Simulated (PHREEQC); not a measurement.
Make-up at 25 °C: 0.0015 mol/kgw KH2PO4, 0.00077 mol/kgw KOH and 0.00017 mol/kgw KCl. Closed to the air; pH follows from the charge balance.

Computed with PHREEQC (ion-association model, wateq4f.dat).

```csv
quantity,before,after
pH,7.15,6.67
ionic strength (mol/kgw),0.00320,0.00244
KHPO4- (mol/kgw),2.85e-6,1.24e-6
H3PO4 (mol/kgw),7.17e-9,3.29e-8
```

Question: Which change was made?
A. KCl from 0.00017 to 0.000255 mol/kgw
B. KCl from 0.00017 to 3.4e-05 mol/kgw
C. diluted 5-fold with water
D. 1.8e-05 mol/kgw CsI added
E. KOH from 0.00077 to 0.000385 mol/kgw

Answer: E, KOH from 0.00077 to 0.000385 mol/kgw

This is a speciation only: nothing precipitates in the calculation. H3PO4, which wateq4f.dat lacks, is added to it with the constant of phreeqc.dat.
